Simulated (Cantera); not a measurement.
A closed system holds: 1 mol SiH2Cl2, 0.2 mol H2O, 0.92 mol H2, 0.077 mol O3, at 777 °C and 6.30 mbar.

Cantera equilibrium calculation (NASA polynomials, part measured and part estimated; ideal gas, pure solids and liquids). Candidate condensed phases: H2O, Si, SiO2; 30 gas species. Mutual solubility and eutectic melting of coexisting phases are not modelled. The tables' values for SiCl3 are old estimates; treat these amounts as uncertain. Rates play no part.

Base state: H2 0.755, SiCl4 0.147, HCl 0.0615, SiHCl3 0.0187, SiCl2 0.00935, SiCl3 0.00870, SiH2Cl2 0.000272 (mole fractions); condensed: Si(s) + SiO2(β-quartz).

Task: What changes in the equilibrium state with this change: pressure from 6.30 mbar to 0.170 bar?

Result: 
| species | before | after |
|---|---|---|
| H2 | 0.755 | 0.775 |
| SiCl4 | 0.147 | 0.148 |
| SiHCl3 | 0.0187 | 0.0434 |
| HCl | 0.0615 | 0.0274 |
| SiH3Cl | 1.03e-6 | 1.27e-5 |
| SiH2Cl2 | 0.000272 | 0.00145 |
| SiCl2 | 0.00935 | 0.00181 |
| SiCl3 | 0.00870 | 0.00383 |
| Si(s), mol | 0.294 | 0.267 |
| SiO2(β-quartz), mol | 0.215 | 0.215 |
